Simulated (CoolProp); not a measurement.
Values from CoolProp's reference Helmholtz-energy equation of state, Tillner-Roth 1997.

Task: Give the vapour pressure (kPa), surface tension (mN/m), vapour viscosity (µPa s) of saturated CH2F2 (R32) at -33.05, 41.15 °C.

Result: 
| T (°C) | p (kPa) | surface tension (mN/m) | vapour viscosity (µPa s) |
|---|---|---|---|
| -33.05 | 241 | 17.0 | 10.7 |
| 41.15 | 2550 | 4.32 | 15.0 |

Viscosity comes from a separate model (Bell 2016), an estimate that may be off by 10 % or more. Surface tension comes from a separate correlation (Mulero 2012).
